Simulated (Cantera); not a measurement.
A perfectly stirred reactor is fed with CH3OH : O2 : N2 = 0.0029 : 0.0094 : 1 (molar parts), at 12.8 atm; it is held at 1375 K, and followed from long to short residence time.

Detailed kinetics in Cantera: GRI-Mech 3.0 (53 species, 325 reactions). GRI-Mech 3.0 was tuned for natural gas; its chemistry of methanol as a main component is partial and can be far from experiment. The pressure lies above the range GRI-Mech 3.0 was tuned for (to about 10 atm).

What does this change do: pressure from 12.8 atm to 0.987 atm?


| quantity | before | after |
|---|---|---|
| x(CH3OH) at τ = 16.0 s | 5.38e-8 | 1.14e-7 |
| x(O2) at τ = 16.0 s | 0.00498 | 0.00498 |
| x(C2H4) at τ = 16.0 s | <1e-12 | <1e-12 |
| x(H2) at τ = 16.0 s | 8.38e-8 | 1.23e-6 |
| x(CO2) at τ = 16.0 s | 0.00286 | 0.00286 |
| x(CH3OH) at τ = 41.0 ms | 6.03e-6 | 3.45e-6 |
| x(O2) at τ = 41.0 ms | 0.00511 | 0.00510 |
| x(C2H4) at τ = 41.0 ms | <1e-12 | <1e-12 |
| x(H2) at τ = 41.0 ms | 9.38e-6 | 5.79e-5 |
| x(CO2) at τ = 41.0 ms | 0.00262 | 0.00258 |

What does this change do: N2 1 to 0.21 parts?


```csv
quantity,before,after
x(CH3OH) at τ = 16.0 s,5.38e-8,1.40e-7
x(O2) at τ = 16.0 s,0.00498,0.0226
x(C2H4) at τ = 16.0 s,<1e-12,<1e-12
x(H2) at τ = 16.0 s,8.38e-8,1.33e-7
x(CO2) at τ = 16.0 s,0.00286,0.0130
x(CH3OH) at τ = 41.0 ms,6.03e-6,2.67e-5
x(O2) at τ = 41.0 ms,0.00511,0.0231
x(C2H4) at τ = 41.0 ms,<1e-12,1.54e-12
x(H2) at τ = 41.0 ms,9.38e-6,2.70e-5
x(CO2) at τ = 41.0 ms,0.00262,0.0120
```
The temperature is held fixed by assumption; the heat of reaction is taken as removed at once.
